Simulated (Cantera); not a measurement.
Feed: 1 mol CaCO3, 2 mol O2, 0.056 mol H2O, at 1450 K and 1900 Pa.

Cantera equilibrium calculation (NASA polynomials, part measured and part estimated; ideal gas, pure solids and liquids). Candidate condensed phases: C, C6H6, C7H8, C8H18, Ca, CaCO3, CaO, Ca(OH)2, H2O; 115 gas species. Kinetics and transport are ignored.

Base state: O2 0.654, CO2 0.327, H2O 0.0183, OH 7.63e-5, O 1.18e-5 (mole fractions); condensed: CaO(s).

Task: What changes in the equilibrium state with this change: temperature from 1450 K to 625 K?

Result: 
| species | before | after |
|---|---|---|
| O2 | 0.654 | 0.973 |
| H2O | 0.0183 | 0.0272 |
| CO2 | 0.327 | 1.07e-5 |
| OH | 7.63e-5 | <1e-9 |
| O | 1.18e-5 | <1e-9 |
| CaO(s), mol | 1.00 | 0 |
| CaCO3(calcite), mol | 0 | 1.000 |
